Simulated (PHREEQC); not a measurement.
Dissolve 0.006 mol/kgw K2CO3, 0.0047 mol/kgw Fe(NO3)3 and 0.00022 mol/kgw CuSO4 at 75 °C. Closed to the air; pH follows from the charge balance.

Computed with PHREEQC (ion-association model, wateq4f.dat).

Precipitation was switched off in this run.

**Question.** Order these C species by the share of C that they hold, largest first: CuHCO3+, HCO3-, CuCO3, CO2.

**Answer.** CO2 (78 %), HCO3- (21 %), CuHCO3+ (0.83 %), CuCO3 (0.29 %)

**Question.** Order these S species by the share of S that they hold, largest first: CuSO4, SO4-2, KSO4-.

**Answer.** SO4-2 (90 %), KSO4- (9.2 %), CuSO4 (1.1 %)

The pH is 5.69 and the ionic strength 0.0161 mol/kgw. Saturation is exceeded, for instance for Malachite, Jarosite-K; the values hold only as long as no solid forms. Constants without temperature data keep their 25 °C values here.
